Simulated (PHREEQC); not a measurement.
Dissolve 0.014 mol NaH2PO4 and 0.0036 mol KOH per kg of water at 25 °C. Closed to the air; pH follows from the charge balance.

All values are PHREEQC results (ion-association model, wateq4f.dat), not measurements.

```json
[
 {"quantity": "pH", "before": "6.56", "after": "6.61"},
 {"quantity": "NaHPO4- (mol/kgw)", "before": "5.51e-5", "after": "1.60e-5"},
 {"quantity": "KHPO4- (mol/kgw)", "before": "1.41e-5", "after": "4.10e-6"}
]
```

Question: What was changed between the two runs?
A. NaH2PO4 from 0.014 to 0.07 mol/kgw
B. KOH replaced by K2HPO4 at the same molality
C. NaH2PO4 from 0.014 to 0.007 mol/kgw
D. diluted 2-fold with water

Answer: D, diluted 2-fold with water

Precipitation was switched off in this run. H3PO4, which wateq4f.dat lacks, is added to it with the constant of phreeqc.dat.
